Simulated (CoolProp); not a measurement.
Saturation properties of R1224YDZ.

The numbers come from the reference Helmholtz-energy equation of state, Akasaka 2023 in CoolProp.

| T (K) | p (MPa) | liquid density (kg/m³) | enthalpy of vaporisation (kJ/kg) | liquid cp (kJ/(kg K)) | vapour Z |
|---|---|---|---|---|---|
| 311.9 | 0.2343 | 1321 | 157.5 | 1.179 | 0.9158 |
| 324.1 | 0.3400 | 1285 | 150.8 | 1.209 | 0.8925 |
| 336.3 | 0.4785 | 1246 | 143.7 | 1.243 | 0.8651 |
| 348.6 | 0.6573 | 1205 | 135.9 | 1.281 | 0.8327 |
| 360.8 | 0.8799 | 1161 | 127.3 | 1.327 | 0.7953 |
| 373 | 1.155 | 1112 | 117.7 | 1.384 | 0.7516 |
| 385.3 | 1.492 | 1057 | 106.5 | 1.461 | 0.6996 |
| 397.5 | 1.896 | 994.1 | 93.33 | 1.576 | 0.6378 |
| 409.7 | 2.380 | 917.5 | 76.64 | 1.803 | 0.5606 |
| 422 | 2.965 | 806.1 | 51.82 | 2.740 | 0.4513 |

It boils at 288.0 K under 1 atm.
